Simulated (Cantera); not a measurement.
A Cantera script and what it prints.

```python
import numpy as np
import cantera as ct

gas_names = """
    H HNO HNO2 HNO3 HO2 H2 H2O H2O2 N NH NH2 NH3 NH2OH NO NO2 NO3 N2 N2H2 N2H4 N2O O OH O2 O3
""".split()
cond_names = """
    H2O(s) H2O(L)
""".split()


def load(file, names, dense=False):
    # The tables refer to 1 bar. Condensed volumes are neglected.
    table = {s.name: s for s in ct.Species.list_from_file(file)}
    out = []
    for n in names:
        d = dict(table[n].input_data)
        d["thermo"] = dict(d["thermo"], **{"reference-pressure": 1e5})
        if dense:
            d["equation-of-state"] = {"model": "constant-volume", "density": "1e6 g/cm^3"}
        out.append(ct.Species.from_dict(d))
    return out


gas = ct.Solution(thermo="ideal-gas", species=load("nasa_gas.yaml", gas_names))
cond = {s.name: ct.Solution(thermo="fixed-stoichiometry", species=[s], name=s.name)
        for s in load("nasa_condensed.yaml", cond_names, dense=True)}
atoms = {
    'NH3': {'N': 1, 'H': 3},
    'H2O': {'H': 2, 'O': 1},
    'H2': {'H': 2},
}
top_T = {}  # K; cautious upper limits of use, not melting points


def equilibrate(T, P, feed):
    n = {}
    for name, mol in feed.items():
        for a, k in atoms[name].items():
            n[a] = n.get(a, 0.0) + k * mol
    gas.TPX = T, P, n
    mass = sum(n.values()) * gas.mean_molecular_weight
    gas.equilibrate("TP")
    valid = [c for c in cond.values() if c.min_temp <= T <= top_T.get(c.name, c.max_temp)]
    mix = ct.Mixture([(gas, mass / gas.mean_molecular_weight)] + [(c, 0.0) for c in valid])
    mix.T, mix.P = T, P
    mix.equilibrate("TP", solver="vcs", rtol=1e-11, max_steps=5000)
    return mix


results = []
feed = {'NH3': 1, 'H2O': 5.6, 'H2': 0.15}  # mol
P = 250  # Pa
for T in [2450, 2550, 2650, 2750, 2850, 2950, 3050]:
    mix = equilibrate(T, P, feed)
    results.append((T, P, feed, dict(zip(mix.species_names, mix.species_moles))))

top = {s: max(r[3][s] / sum(r[3][g] for g in gas_names) for r in results) for s in gas_names}
cols = sorted((s for s in top if top[s] > 1e-05), key=lambda s: -top[s])[:9]
seen = [c for c in cond_names if any(r[3].get(c, 0) > 1e-12 for r in results)]
print("log10 of partial pressures in bar; condensed amounts in mol")
print(f"{'T/K':>10s}" + "".join(f"{s[:9]:>10s}" for s in cols + seen))
for T, P, feed, n in results:
    ng = sum(n[g] for g in gas_names)
    print(f"{T:10.4g}" + "".join(f"{np.log10(max(n[s] / ng * P / 1e5, 1e-99)):10.3f}" for s in cols)
          + "".join(f"{n.get(c, 0):10.4g}" for c in seen))
```

It prints:

```
log10 of partial pressures in bar; condensed amounts in mol
       T/K         H       H2O         O        H2        OH        N2        O2        NO         N
      2450    -3.332    -2.993    -4.005    -3.269    -3.764    -3.897    -4.113    -5.292    -8.688
      2550    -3.151    -3.169    -3.736    -3.290    -3.689    -3.958    -4.003    -5.191    -8.316
      2650    -3.008    -3.425    -3.531    -3.358    -3.688    -4.029    -3.989    -5.149    -7.979
      2750    -2.906    -3.768    -3.386    -3.482    -3.763    -4.098    -4.067    -5.157    -7.668
      2850    -2.841    -4.189    -3.292    -3.657    -3.904    -4.151    -4.222    -5.201    -7.374
      2950    -2.803    -4.660    -3.237    -3.867    -4.091    -4.186    -4.431    -5.266    -7.091
      3050    -2.782    -5.149    -3.207    -4.092    -4.302    -4.205    -4.668    -5.341    -6.821
```

These are equilibrium values from Cantera (NASA tables, ideal gas, pure condensed phases), not measurements of a reactor.
